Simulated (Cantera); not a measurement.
Hydrocarbon pyrolysis for carbon deposition

A perfectly stirred reactor is fed with C2H4 : H2 = 1.3 : 4.6 (molar parts), at 2.55 Torr; it is held at 2000 K, and followed from long to short residence time.

Cantera simulation using GRI-Mech 3.0 (53 species, 325 reactions); the numbers are that mechanism's predictions, not measurements. GRI-Mech 3.0 was tuned for natural gas; its chemistry of ethylene as a main component is partial and can be far from experiment. GRI-Mech 3.0 stops at C3 and has no aromatics, soot or wall deposition, so with more carbon than oxygen in the feed, carbon stays in small species such as C2H2 where larger ones or solid carbon would form. Radical loss at walls, strong at low pressure, is not modelled.

```json
[
 {"τ (s)": "7.0", "x C2H4": "1.95e-5", "x H2": "0.808", "x C2H": "5.26e-5", "x C2H2": "0.179", "x CH3": "1.72e-5"},
 {"τ (s)": "3.0", "x C2H4": "6.63e-5", "x H2": "0.813", "x C2H": "2.98e-5", "x C2H2": "0.180", "x CH3": "1.74e-5"},
 {"τ (s)": "1.3", "x C2H4": "0.000256", "x H2": "0.816", "x C2H": "1.54e-5", "x C2H2": "0.180", "x CH3": "1.04e-5"},
 {"τ (s)": "0.55", "x C2H4": "0.000970", "x H2": "0.817", "x C2H": "7.90e-6", "x C2H2": "0.180", "x CH3": "4.78e-6"},
 {"τ (s)": "0.24", "x C2H4": "0.00307", "x H2": "0.818", "x C2H": "4.45e-6", "x C2H2": "0.178", "x CH3": "2.23e-6"},
 {"τ (s)": "0.10", "x C2H4": "0.00902", "x H2": "0.817", "x C2H": "2.65e-6", "x C2H2": "0.173", "x CH3": "1.10e-6"},
 {"τ (s)": "0.043", "x C2H4": "0.0224", "x H2": "0.815", "x C2H": "1.73e-6", "x C2H2": "0.162", "x CH3": "6.66e-7"},
 {"τ (s)": "0.018", "x C2H4": "0.0501", "x H2": "0.810", "x C2H": "1.13e-6", "x C2H2": "0.139", "x CH3": "5.03e-7"},
 {"τ (s)": "0.0079", "x C2H4": "0.0917", "x H2": "0.803", "x C2H": "6.71e-7", "x C2H2": "0.105", "x CH3": "4.43e-7"},
 {"τ (s)": "0.0034", "x C2H4": "0.141", "x H2": "0.794", "x C2H": "2.93e-7", "x C2H2": "0.0648", "x CH3": "3.66e-7"}
]
```
x: mole fraction; the columns are a selection and need not sum to one.
